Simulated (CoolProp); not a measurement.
A closed Brayton cycle with carbon dioxide: compressor inlet 328.15 K and 8.3 MPa, high pressure 23 MPa, turbine inlet 995 K, compressor efficiency 0.8, turbine efficiency 0.85, recuperator effectiveness 0 (on enthalpy, no pinch check). Each further row changes one setting.

The numbers come from the reference Helmholtz-energy equation of state, Span 1996 in CoolProp.

| case | thermal efficiency (%) | net work (kJ/kg) | compressor to turbine work | compressor exit (K) | turbine exit (K) |
|---|---|---|---|---|---|
| as stated | 12.9 | 96.4 | 0.38 | 417.6 | 865.4 |
| turbine inlet 945 K | 12.8 | 88.1 | 0.40 | 417.6 | 819.7 |
| compressor inlet 338.15 K | 12.4 | 89.8 | 0.42 | 433.6 | 865.4 |
| high pressure 19.6 MPa | 11.1 | 84.3 | 0.36 | 403.0 | 885.0 |
| recuperator effectiveness 0.5 | 19.7 | 96.4 | 0.38 | 417.6 | 865.4 |
